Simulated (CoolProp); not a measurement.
Vapour-liquid equilibrium of ethylene (1) + propylene (2) at 0.913 MPa; x and y are mole fractions of (1).

The numbers come from the multi-fluid Helmholtz-energy mixture model, Smukala 2000 and Lemmon 2013; pair parameters Bell 2016 in CoolProp.

| x | bubble temperature, mixture model (°C) | bubble temperature, Raoult's law (°C) | y, mixture model | y, Raoult's law |
|---|---|---|---|---|
| 0.05 | 8.6 | 6.7 | 0.193 | 0.261 |
| 0.125 | -1.5 | -4.3 | 0.419 | 0.508 |
| 0.2 | -10.2 | -13.0 | 0.580 | 0.660 |
| 0.275 | -17.7 | -20.2 | 0.694 | 0.759 |
| 0.35 | -24.1 | -26.1 | 0.774 | 0.825 |
| 0.425 | -29.5 | -31.2 | 0.832 | 0.873 |
| 0.5 | -34.2 | -35.5 | 0.875 | 0.907 |
| 0.575 | -38.3 | -39.4 | 0.907 | 0.932 |
| 0.65 | -41.8 | -42.7 | 0.931 | 0.952 |
| 0.725 | -45.0 | -45.7 | 0.951 | 0.967 |
| 0.8 | -47.9 | -48.4 | 0.967 | 0.979 |
| 0.875 | -50.5 | -50.9 | 0.981 | 0.988 |
| 0.95 | -53.0 | -53.1 | 0.993 | 0.996 |

The largest gap from Raoult's law is +2.8 K in bubble temperature, at x = 0.2. No azeotrope shows between x = 0.05 and 0.95.

Pair parameters are fitted to limited data, so mixtures are less certain than the pure fluids.
